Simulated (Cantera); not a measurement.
Mixture: CH3OH : O2 : N2 = 1 : 1.36 : 5.13 (molar parts), equivalence ratio 1.1, at 25500 Torr, adiabatic and at constant volume. Ignition delay is the time to a rise of 400 K.

Model: GRI-Mech 3.0 (53 species, 325 reactions), integrated in Cantera. GRI-Mech 3.0 was tuned for natural gas; its chemistry of methanol as a main component is partial and can be far from experiment. The pressure lies above the range GRI-Mech 3.0 was tuned for (to about 10 atm).

### Question
What does this change do: CH3OH 1 to 0.39 parts?

### Answer
```tsv
quantity	before	after
delay at 1100 K	4.02 ms	5.06 ms
delay at 1300 K	0.130 ms	0.165 ms
delay at 1500 K	11.3 µs	15.4 µs
delay at 1700 K	1.97 µs	2.96 µs
delay at 1900 K	0.523 µs	0.846 µs
apparent activation energy between 1800 and 2000 K	180 kJ/mol	170 kJ/mol
```

### Question
What does this change do: 0.58 parts H2O added?

### Answer
```json
[
 {"quantity": "delay at 1100 K", "before": "4.02 ms", "after": "3.74 ms"},
 {"quantity": "delay at 1300 K", "before": "0.130 ms", "after": "0.115 ms"},
 {"quantity": "delay at 1500 K", "before": "11.3 µs", "after": "9.48 µs"},
 {"quantity": "delay at 1700 K", "before": "1.97 µs", "after": "1.56 µs"},
 {"quantity": "delay at 1900 K", "before": "0.523 µs", "after": "0.408 µs"},
 {"quantity": "apparent activation energy between 1800 and 2000 K", "before": "180 kJ/mol", "after": "170 kJ/mol"}
]
```

### Question
What does this change do: pressure from 25500 Torr to 330 Torr?

### Answer
| quantity | before | after |
|---|---|---|
| delay at 1100 K | 4.02 ms | 0.117 s |
| delay at 1300 K | 0.130 ms | 4.24 ms |
| delay at 1500 K | 11.3 µs | 0.420 ms |
| delay at 1700 K | 1.97 µs | 81.8 µs |
| delay at 1900 K | 0.523 µs | 24.1 µs |
| apparent activation energy between 1800 and 2000 K | 180 kJ/mol | 160 kJ/mol |
